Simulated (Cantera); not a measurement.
Input: 1 mol NH3, 2.4 mol O2, at 3027 °C and 100000 Pa.

These are equilibrium values from Cantera (NASA tables, ideal gas, pure condensed phases), not measurements of a reactor. Candidate condensed phases: H2O; 24 gas species. Kinetics and transport are ignored.

Question: What is the equilibrium state?

Answer: x(O2): 0.281
x(H2O): 0.188
x(O): 0.153
x(OH): 0.141
x(N2): 0.0979
x(H): 0.0729
x(H2): 0.0398
x(NO): 0.0271
x(HO2): 0.000119
gas amount: 4.485 mol
